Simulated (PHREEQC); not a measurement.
A solution holds 0.003 mol/kgw H2SO4, 0.13 mol/kgw NaCl and 0.097 mol/kgw CuCl2, at 20 °C. Closed to the air; pH follows from the charge balance.

Equilibrium calculation in PHREEQC: ion-association model, phreeqc.dat.

Precipitation was switched off in this run.

Question: Order these Cu species by the share of Cu that they hold, largest first: Cu+2, CuSO4, CuCl2, CuCl+.

Answer: Cu+2 (83 %), CuCl+ (15 %), CuSO4 (1.3 %), CuCl2 (0.93 %)

Question: Order these S species by the share of S that they hold, largest first: SO4-2, NaSO4-, CuSO4, HSO4-.

Answer: SO4-2 (46 %), CuSO4 (41 %), NaSO4- (6.8 %), HSO4- (5.7 %)

The pH is 2.35 and the ionic strength 0.393 mol/kgw. Complexes and solids missing from the database can't appear.
